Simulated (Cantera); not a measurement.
Input: 1 mol MgO, 0.072 mol SO3, 0.3 mol CO2, held at 0.210 bar.

Cantera equilibrium calculation (NASA polynomials, part measured and part estimated; ideal gas, pure solids and liquids). Candidate condensed phases: C, Mg, MgCO3, MgO, MgS, MgSO4, S; 26 gas species. Mutual solubility and eutectic melting of coexisting phases are not modelled. Rates play no part.

x: gas mole fraction; n: condensed amount in mol.

```
T (°C)  x CO2     x SO2      x O2     x SO3      x CO     x O  n MgO(s)  n MgSO4(s)
------  -----  --------  --------  --------  --------  ------  --------  ----------
575     1.000   5.29e-6   2.64e-6   5.88e-8  1.83e-10  <1e-12     0.928      0.0720
625     1.000   3.88e-5   1.94e-5   5.39e-7  6.33e-10  <1e-12     0.928      0.0720
675     1.000  0.000229  0.000115   3.87e-6   1.92e-9  <1e-12     0.928      0.0719
725     0.998   0.00113  0.000564   2.27e-5   5.22e-9       …     0.928      0.0717
775     0.993   0.00474   0.00237  0.000112   1.28e-8       …     0.929      0.0705
825     0.973    0.0174   0.00869  0.000471   2.88e-8       …     0.934      0.0665
875     0.913    0.0566    0.0283   0.00174   5.74e-8       …     0.947      0.0528
925     0.745     0.166    0.0832   0.00575   9.38e-8       …     0.997     0.00264
```

Some entries are withheld; supply them.


- 725, x O: 7.67e-12
- 775, x O: 6.72e-11
- 825, x O: 4.83e-10
- 875, x O: 2.91e-9
- 925, x O: 1.51e-8
